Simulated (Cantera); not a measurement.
Feed: 1 mol TEOS, 0.99 mol O2, 2.7 mol N2, held at 1973 K and 7.50 Torr.

These are equilibrium values from Cantera (NASA tables, ideal gas, pure condensed phases), not measurements of a reactor. Candidate condensed phases: C, C6H6, C7H8, C8H18, H2O, Si, SiC, SiO2, Si2N2O, Si3N4; 151 gas species. The feed counts by its element totals alone. The numbers say what is thermodynamically allowed, not how fast it happens.

What is the equilibrium state?


* **x(H2)**: 0.525
* **x(CO)**: 0.316
* **x(N2)**: 0.142
* **x(H)**: 0.00978
* **x(HCN)**: 0.00362
* **x(SiO)**: 0.00276
* **x(C2H2 (acetylene))**: 0.000337
* **x(HNC)**: 0.000195
* **x(Si)**: 0.000156
* **n(C(graphite))**: 1.04 mol
* **n(SiC(s))**: 0.945 mol
* **gas amount**: 18.77 mol
* **log10 activity of Si(l) (absent)**: -1.30
